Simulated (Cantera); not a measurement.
An isothermal, constant-pressure homogeneous reactor starts with 2.27 % C2H4, 97.7 % H2, at 1300 K and 130 Pa.

Detailed kinetics in Cantera: GRI-Mech 3.0 (53 species, 325 reactions). GRI-Mech 3.0 was tuned for natural gas; its chemistry of ethylene as a main component is partial and can be far from experiment. GRI-Mech 3.0 stops at C3 and has no aromatics, soot or wall deposition, so with more carbon than oxygen in the feed, carbon stays in small species such as C2H2 where larger ones or solid carbon would form. Radical loss at walls, strong at low pressure, is not modelled.

Question: Predict: x(C2H4) at 100 s; x(H2) at 100 s; x(C2H6) at 100 s; x(C2H2) at 100 s; x(CH4) at 100 s; x(H) at 100 s.

Answer: 
| Quantity | Value |
|---|---|
| x(C2H4) at 100 s | 0.00610 (gas-phase equilibrium 7.66e-5) |
| x(H2) at 100 s | 0.978 (gas-phase equilibrium 0.977) |
| x(C2H6) at 100 s | 1.37e-7 (gas-phase equilibrium 4.89e-9) |
| x(C2H2) at 100 s | 0.0163 (gas-phase equilibrium 0.0213) |
| x(CH4) at 100 s | 1.61e-5 (gas-phase equilibrium 0.00187) |
| x(H) at 100 s | 4.49e-6 (gas-phase equilibrium 3.05e-5) |
